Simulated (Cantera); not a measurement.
An isothermal, constant-pressure homogeneous reactor starts with H₂ : O₂ : N₂ = 0.005 : 1 : 0.78 (molar parts), equivalence ratio 0.0025, at 1350 K and 7.35 Torr.

Computed with Cantera and the H2/O2 subset of GRI-Mech 3.0, which has no nitrogen chemistry. Radical loss at walls, strong at low pressure, is not modelled.

x: mole fraction; the columns are a selection and need not sum to one.

```json
[
 {"t (s)": "2.00e-6", "x H₂": "0.00280", "x O₂": "0.560", "x H₂O₂": "<1e-12", "x HO₂": "2.63e-11", "x H₂O": "<1e-12"},
 {"t (s)": "1.83e-5", "x H₂": "0.00280", "x O₂": "0.560", "x H₂O₂": "<1e-12", "x HO₂": "2.41e-10", "x H₂O": "<1e-12"},
 {"t (s)": "0.000168", "x H₂": "0.00280", "x O₂": "0.560", "x H₂O₂": "<1e-12", "x HO₂": "(withheld)", "x H₂O": "7.94e-11"},
 {"t (s)": "0.00154", "x H₂": "0.00280", "x O₂": "0.560", "x H₂O₂": "7.02e-12", "x HO₂": "(withheld)", "x H₂O": "1.44e-8"},
 {"t (s)": "0.0141", "x H₂": "0.00264", "x O₂": "0.560", "x H₂O₂": "3.58e-10", "x HO₂": "(withheld)", "x H₂O": "0.000115"},
 {"t (s)": "0.130", "x H₂": "5.52e-6", "x O₂": "0.558", "x H₂O₂": "2.17e-9", "x HO₂": "(withheld)", "x H₂O": "0.00261"},
 {"t (s)": "1.19", "x H₂": "3.65e-6", "x O₂": "0.558", "x H₂O₂": "1.84e-9", "x HO₂": "(withheld)", "x H₂O": "0.00265"},
 {"t (s)": "10.9", "x H₂": "5.02e-7", "x O₂": "0.559", "x H₂O₂": "5.73e-10", "x HO₂": "(withheld)", "x H₂O": "0.00275"},
 {"t (s)": "100", "x H₂": "1.82e-8", "x O₂": "0.560", "x H₂O₂": "3.49e-11", "x HO₂": "(withheld)", "x H₂O": "0.00280"}
]
```

### Question
Fill in the missing entries.

### Answer

- 0.000168, x HO₂: 2.21e-9
- 0.00154, x HO₂: 2.02e-8
- 0.0141, x HO₂: 1.78e-7
- 0.130, x HO₂: 1.09e-7
- 1.19, x HO₂: 8.67e-8
- 10.9, x HO₂: 2.61e-8
- 100, x HO₂: 5.67e-9
